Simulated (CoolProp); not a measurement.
Saturated liquid density (kg/m³) of neopentane: the reference equation beside estimates from Tc = 433.7 K, pc = 3.196 MPa, ω = 0.196.

Computed with CoolProp (reference Helmholtz-energy equation of state, Lemmon 2006). It is a short technical equation, of lower accuracy than the large ones.

```csv
T (K),reference,Redlich-Kwong,Soave-Redlich-Kwong,Peng-Robinson
279,605.0,(withheld),573.2,648.0
286.4,597.2,550.7,565.0,639.1
293.8,589.2,541.6,(withheld),629.8
301.2,581.0,532.3,(withheld),620.1
308.5,572.7,(withheld),538.6,610.1
315.9,564.1,512.7,528.9,599.4
323.3,555.2,502.2,518.8,588.2
330.7,545.9,491.3,508.2,576.4
338.1,536.4,(withheld),(withheld),563.9
```

Q: Fill in the missing entries.

A: 
- 279, Redlich-Kwong: 559.4
- 293.8, Soave-Redlich-Kwong: 556.5
- 301.2, Soave-Redlich-Kwong: 547.7
- 308.5, Redlich-Kwong: 522.7
- 338.1, Redlich-Kwong: 480.0
- 338.1, Soave-Redlich-Kwong: 497.0

Absolute difference from the reference over all 9 rows, mean and median: Redlich-Kwong 8.9 and 8.7 %, Soave-Redlich-Kwong 6.1 and 6.0 %, Peng-Robinson 6.4 and 6.5 %.
